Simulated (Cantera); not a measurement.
# Catalytic stagnation flow on Pt

A jet of CH₄ : O₂ : N₂ = 0.022 : 0.12 : 0.79 (molar parts) at 300 K and 0.128 atm hits a platinum plate 6.7 cm away at a mass flux of 0.022 kg/m²/s; the plate temperature is set and raised in steps from an oxygen-covered start.

Detailed kinetics in Cantera: Deutschmann's 1995 Pt surface mechanism with GRI-Mech 3.0 gas chemistry. Catalytic surfaces can have several steady states; this one follows from the mechanism file's or the stated starting coverage.

```tsv
plate T (K)	wall x CH₄	wall x O₂	wall x H₂O	wall x OH	wall x CO	wall x CO₂	θ free Pt	θ O*	θ OH*
950	0.00729	0.0941	0.0303	8.45e-8	3.69e-6	0.0199	0.251	0.747	0.00148
1000	0.00495	0.0892	0.0346	2.23e-7	3.38e-6	0.0228	0.320	0.679	0.00141
1050	0.00352	0.0862	0.0371	5.25e-7	3.19e-6	0.0245	0.388	0.611	0.00129
1100	0.00263	0.0844	0.0387	1.13e-6	3.12e-6	0.0255	0.454	0.545	0.00115
1150	0.00184	0.0832	0.0398	2.30e-6	4.39e-6	0.0259	0.518	0.481	0.00102
```
x: mole fraction at the wall; θ: surface coverage.
